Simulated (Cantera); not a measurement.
An isothermal, constant-pressure homogeneous reactor starts with CO : O₂ : H₂O : N₂ = 0.017 : 0.05 : 0.07 : 1 (molar parts), equivalence ratio 0.17, at 1123 K and 700000 Pa. Integrator tolerance rtol = 1e-08.

Detailed kinetics in Cantera: GRI-Mech 3.0 (53 species, 325 reactions).

Q: What does this change do: temperature 1123 to 875 K?

A: 
```csv
quantity,before,after
x(CO) at 4.00 s,1.02e-6 (gas-phase equilibrium 7.51e-11),0.0139 (gas-phase equilibrium <1e-12)
x(O₂) at 4.00 s,0.0368 (gas-phase equilibrium 0.0367),0.0434 (gas-phase equilibrium 0.0368)
x(H₂O) at 4.00 s,0.0620 (gas-phase equilibrium 0.0620),0.0616 (gas-phase equilibrium 0.0620)
x(N₂O) at 4.00 s,1.10e-7 (gas-phase equilibrium 9.64e-9),1.97e-9 (gas-phase equilibrium 7.78e-10)
x(H₂O₂) at 4.00 s,8.14e-11 (gas-phase equilibrium 3.61e-10),1.47e-6 (gas-phase equilibrium 1.43e-11)
x(NO) at 4.00 s,8.52e-10 (gas-phase equilibrium 4.65e-5),<1e-12 (gas-phase equilibrium 2.90e-6)
```

Q: What does this change do: temperature 1123 to 925 K?

A: 
```json
[
 {"quantity": "x(CO) at 4.00 s", "before": "1.02e-6 (gas-phase equilibrium 7.51e-11)", "after": "0.00833 (gas-phase equilibrium <1e-12)"},
 {"quantity": "x(O₂) at 4.00 s", "before": "0.0368 (gas-phase equilibrium 0.0367)", "after": "0.0408 (gas-phase equilibrium 0.0368)"},
 {"quantity": "x(H₂O) at 4.00 s", "before": "0.0620 (gas-phase equilibrium 0.0620)", "after": "0.0618 (gas-phase equilibrium 0.0620)"},
 {"quantity": "x(N₂O) at 4.00 s", "before": "1.10e-7 (gas-phase equilibrium 9.64e-9)", "after": "2.57e-8 (gas-phase equilibrium 1.44e-9)"},
 {"quantity": "x(H₂O₂) at 4.00 s", "before": "8.14e-11 (gas-phase equilibrium 3.61e-10)", "after": "1.59e-6 (gas-phase equilibrium 3.14e-11)"},
 {"quantity": "x(NO) at 4.00 s", "before": "8.52e-10 (gas-phase equilibrium 4.65e-5)", "after": "<1e-12 (gas-phase equilibrium 5.73e-6)"}
]
```
